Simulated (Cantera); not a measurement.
Feed: 1 mol CH3F, 0.46 mol H2, at 0.133 bar.

Equilibrium computed with Cantera from the NASA thermochemical tables; the gas is ideal and each condensed phase is pure. Candidate condensed phases: C, C6H6, C7H8, C8H18; 95 gas species. Kinetics and transport are ignored.

x: gas mole fraction; n: condensed amount in mol.

| T (K) | x H2 | x HF | x H | x C2H2 (acetylene) | n C(graphite) |
|---|---|---|---|---|---|
| 1375 | 0.593 | 0.407 | 7.23e-6 | 1.05e-6 | 0.999 |
| 1525 | 0.593 | 0.407 | ___ | ___ | 1.000 |
| 1675 | 0.593 | 0.406 | 0.000245 | 3.44e-5 | 1.000 |
| 1825 | 0.593 | 0.406 | 0.000928 | 0.000127 | 0.999 |
| 1975 | 0.591 | 0.406 | ___ | ___ | 0.998 |
| 2125 | 0.586 | 0.405 | 0.00762 | 0.000983 | 0.995 |
| 2275 | 0.577 | 0.403 | 0.0177 | 0.00220 | 0.989 |
| 2425 | 0.560 | 0.399 | 0.0367 | 0.00437 | 0.978 |

Fill in the missing entries.


- 1525, x H: 4.99e-5
- 1525, x C2H2 (acetylene): 7.17e-6
- 1975, x H: 0.00288
- 1975, x C2H2 (acetylene): 0.000384
